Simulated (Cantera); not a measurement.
Gas activation for diamond growth

A perfectly stirred reactor is fed with 1.75 % CH₄, 97.0 % H₂, 1.26 % CO₂, at 0.0267 bar; it is held at 1698 K, and followed from long to short residence time.

Model: GRI-Mech 3.0 (53 species, 325 reactions), integrated in Cantera. Radical loss at walls, strong at low pressure, is not modelled.

| τ (s) | x CH₄ | x H₂ | x CO₂ | x HO₂ | x OH |
|---|---|---|---|---|---|
| 16 | 0.00374 | 0.965 | 0.000109 | <1e-12 | 4.74e-7 |
| 3.5 | 0.00698 | 0.963 | 0.000343 | <1e-12 | 5.11e-7 |
| 0.77 | 0.0116 | 0.961 | 0.00137 | <1e-12 | 4.64e-7 |
| 0.17 | 0.0155 | 0.962 | 0.00485 | <1e-12 | 3.13e-7 |
| 0.036 | 0.0172 | 0.968 | 0.0105 | <1e-12 | 9.41e-8 |
| 0.0078 | 0.0174 | 0.970 | 0.0125 | <1e-12 | 1.77e-8 |
| 0.0017 | 0.0175 | 0.970 | 0.0126 | <1e-12 | 3.77e-9 |
| 0.00037 | 0.0175 | 0.970 | 0.0126 | <1e-12 | 8.09e-10 |
x: mole fraction; the columns are a selection and need not sum to one.
